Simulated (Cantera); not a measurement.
What does this Cantera script print?

```python
import numpy as np
import cantera as ct

gas_names = [...]  # 113 gases of nasa_gas.yaml made of C, Cu, H, O
cond_names = """
    C(gr) C6H6(L) C7H8(L) C8H18(L),n-octa Cu(cr) Cu(L) CuO(s) CuO2H2(s) Cu2O(s) Cu2O(L) H2O(s) H2O(L)
""".split()


# ... load() reads the species with a 1 bar reference pressure and builds the phases ...
atoms = {
    'CuO': {'Cu': 1, 'O': 1},
    'C': {'C': 1},
    'H2': {'H': 2},
}
top_T = {'C(gr)': 4500, 'CuO(s)': 1390}  # K; cautious upper limits of use, not melting points


# ... equilibrate(T, P, feed) seeds the gas with the atoms and calls Mixture.equilibrate('TP', solver="vcs", rtol=1e-11, max_steps=5000) ...
results = []
T = 2575  # K
P = 1333.22  # Pa
for m in [0.52, 0.76, 1.1, 1.6, 2.4, 3.6, 5.2, 7.7]:
    feed = {'CuO': 1, 'C': m, 'H2': 0.4}  # mol
    mix = equilibrate(T, P, feed)
    results.append((T, P, feed, dict(zip(mix.species_names, mix.species_moles))))

top = {s: max(r[3][s] / sum(r[3][g] for g in gas_names) for r in results) for s in gas_names}
cols = sorted((s for s in top if top[s] > 0.001), key=lambda s: -top[s])[:6]
seen = [c for c in cond_names if any(r[3].get(c, 0) > 1e-12 for r in results)]
print("log10 of partial pressures in bar; condensed amounts in mol")
print(f"{'n(C)':>10s}" + "".join(f"{s[:9]:>10s}" for s in cols + seen))
for T, P, feed, n in results:
    ng = sum(n[g] for g in gas_names)
    print(f"{feed['C']:10.4g}" + "".join(f"{np.log10(max(n[s] / ng * P / 1e5, 1e-99)):10.3f}" for s in cols)
          + "".join(f"{n.get(c, 0):10.4g}" for c in seen))
```

It prints:

```
log10 of partial pressures in bar; condensed amounts in mol
      n(C)        Cu        CO        H2         H       H2O       CO2     C(gr)
      0.52    -2.199    -2.587    -3.162    -3.041    -2.916    -3.148         0
      0.76    -2.236    -2.396    -2.987    -2.954    -3.181    -3.396         0
       1.1    -2.278    -2.277    -2.843    -2.882    -9.813   -10.053   0.09027
       1.6    -2.278    -2.277    -2.843    -2.882    -9.813   -10.053    0.5903
       2.4    -2.278    -2.277    -2.843    -2.882    -9.813   -10.053      1.39
       3.6    -2.278    -2.277    -2.843    -2.882    -9.813   -10.053      2.59
       5.2    -2.278    -2.277    -2.843    -2.882    -9.813   -10.053      4.19
       7.7    -2.278    -2.277    -2.843    -2.882    -9.813   -10.053      6.69
```

Method: chemical equilibrium by Gibbs-energy minimisation in Cantera with the NASA 1993 tables (ideal gas, pure condensed phases).
